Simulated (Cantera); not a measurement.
Hydrocarbon pyrolysis for carbon deposition

An isothermal, constant-pressure homogeneous reactor starts with C₂H₆ : N₂ = 1 : 2.5 (molar parts), at 1925 K and 0.0560 bar.

Cantera simulation using GRI-Mech 3.0 (53 species, 325 reactions); the numbers are that mechanism's predictions, not measurements. GRI-Mech 3.0 stops at C3 and has no aromatics, soot or wall deposition, so with more carbon than oxygen in the feed, carbon stays in small species such as C2H2 where larger ones or solid carbon would form.

```json
[
 {"t (s)": "3.00e-6", "x C₂H₆": "0.262", "x HCN": "2.69e-10", "x H": "0.000198", "x CH₄": "0.00103", "x C₂H": "1.89e-12", "x CH₂": "2.57e-5"},
 {"t (s)": "1.01e-5", "x C₂H₆": "0.199", "x HCN": "1.82e-7", "x H": "0.00156", "x CH₄": "0.00891", "x C₂H": "2.62e-8", "x CH₂": "0.000196"},
 {"t (s)": "3.39e-5", "x C₂H₆": "0.0499", "x HCN": "2.83e-6", "x H": "0.00431", "x CH₄": "0.0490", "x C₂H": "7.74e-6", "x CH₂": "0.000362"},
 {"t (s)": "0.000114", "x C₂H₆": "0.00109", "x HCN": "8.23e-6", "x H": "0.00410", "x CH₄": "0.0790", "x C₂H": "2.75e-5", "x CH₂": "0.000136"},
 {"t (s)": "0.000382", "x C₂H₆": "0.000121", "x HCN": "9.87e-6", "x H": "0.00183", "x CH₄": "0.0681", "x C₂H": "1.41e-5", "x CH₂": "3.27e-5"},
 {"t (s)": "0.00128", "x C₂H₆": "3.65e-5", "x HCN": "1.06e-5", "x H": "0.00121", "x CH₄": "0.0551", "x C₂H": "9.45e-6", "x CH₂": "1.35e-5"},
 {"t (s)": "0.00431", "x C₂H₆": "1.50e-5", "x HCN": "1.18e-5", "x H": "0.00121", "x CH₄": "0.0373", "x C₂H": "9.14e-6", "x CH₂": "9.09e-6"},
 {"t (s)": "0.0145", "x C₂H₆": "3.52e-6", "x HCN": "1.51e-5", "x H": "0.00150", "x CH₄": "0.0162", "x C₂H": "1.10e-5", "x CH₂": "6.14e-6"},
 {"t (s)": "0.0487", "x C₂H₆": "2.98e-7", "x HCN": "2.35e-5", "x H": "0.00204", "x CH₄": "0.00390", "x C₂H": "1.47e-5", "x CH₂": "2.89e-6"},
 {"t (s)": "0.164", "x C₂H₆": "1.42e-8", "x HCN": "3.79e-5", "x H": "0.00240", "x CH₄": "0.000765", "x C₂H": "1.73e-5", "x CH₂": "8.17e-7"},
 {"t (s)": "0.549", "x C₂H₆": "1.25e-9", "x HCN": "5.30e-5", "x H": "0.00244", "x CH₄": "0.000211", "x C₂H": "1.76e-5", "x CH₂": "2.36e-7"},
 {"t (s)": "1.85", "x C₂H₆": "5.26e-10", "x HCN": "7.37e-5", "x H": "0.00245", "x CH₄": "0.000124", "x C₂H": "1.76e-5", "x CH₂": "1.39e-7"},
 {"t (s)": "6.20", "x C₂H₆": "5.13e-10", "x HCN": "0.000133", "x H": "0.00245", "x CH₄": "0.000121", "x C₂H": "1.76e-5", "x CH₂": "1.36e-7"},
 {"t (s)": "20.8", "x C₂H₆": "5.14e-10", "x HCN": "0.000328", "x H": "0.00245", "x CH₄": "0.000121", "x C₂H": "1.76e-5", "x CH₂": "1.36e-7"},
 {"t (s)": "70.0", "x C₂H₆": "5.14e-10", "x HCN": "0.000954", "x H": "0.00245", "x CH₄": "0.000122", "x C₂H": "1.75e-5", "x CH₂": "1.37e-7"}
]
```
x: mole fraction; the columns are a selection and need not sum to one.

Equilibrium at this temperature and pressure: C₂H₆ 3.36e-10, HCN 0.138, H 0.00245, CH₄ 9.93e-5, C₂H 1.09e-5, CH₂ 1.12e-7 (gas phase only).
